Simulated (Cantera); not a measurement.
Cantera run:

```python
import numpy as np
import cantera as ct

gas_names = """
    O
""".split()
cond_names = """
    PbO(rd) PbO(yw) PbO(L) Pb(cr) Pb(L)
""".split()


def load(file, names, dense=False):
    # The tables refer to 1 bar. Condensed volumes are neglected.
    table = {s.name: s for s in ct.Species.list_from_file(file)}
    out = []
    for n in names:
        d = dict(table[n].input_data)
        d["thermo"] = dict(d["thermo"], **{"reference-pressure": 1e5})
        if dense:
            d["equation-of-state"] = {"model": "constant-volume", "density": "1e6 g/cm^3"}
        out.append(ct.Species.from_dict(d))
    return out


species = {s.name: s for s in load("nasa_gas.yaml", gas_names) + load("nasa_condensed.yaml", cond_names)}
# Each term lists the table entries of one substance; the one whose range holds T is used.
reactions = {
    'PbO = Pb + O(g)':
        [(-1, ['PbO(rd)', 'PbO(yw)', 'PbO(L)']), (1, ['Pb(cr)', 'Pb(L)']), (1, ['O'])],
}


def pick(names, T):
    return next(species[n] for n in names if species[n].thermo.min_temp <= T <= species[n].thermo.max_temp)


results = []
for label, terms in reactions.items():
    print(label)
    print("     T/K   dH/kJ  dS/(J/K)   dG/kJ   log10 K")
    for T in [300, 525, 725, 925, 1125, 1325, 1525, 1725]:
        used = [(nu, pick(names, T)) for nu, names in terms]
        dH = sum(nu * s.thermo.h(T) for nu, s in used) / 1e6
        dS = sum(nu * s.thermo.s(T) for nu, s in used) / 1e3
        dG = dH - T * dS / 1e3
        logK = -dG * 1e6 / (ct.gas_constant * T * np.log(10))
        results.append((label, T, dH, dS, dG, logK, [s.name for _, s in used]))
        print(f"{T:8g} {dH:8.1f} {dS:8.1f} {dG:8.1f} {logK:8.2f}")
```

It prints:

```
PbO = Pb + O(g)
     T/K   dH/kJ  dS/(J/K)   dG/kJ   log10 K
     300    468.6    159.5    420.7   -73.25
     525    468.3    159.1    384.8   -38.29
     725    472.2    165.6    352.2   -25.37
     925    471.1    164.2    319.2   -18.02
    1125    469.5    162.7    286.5   -13.30
    1325    441.1    138.3    257.8   -10.16
    1525    438.0    136.1    230.4    -7.89
    1725    434.8    134.2    203.4    -6.16
```

Standard-state values (1 bar) from the NASA 1993 polynomials, evaluated with Cantera. Condensed species are held in their standard states even where they would react or evaporate.
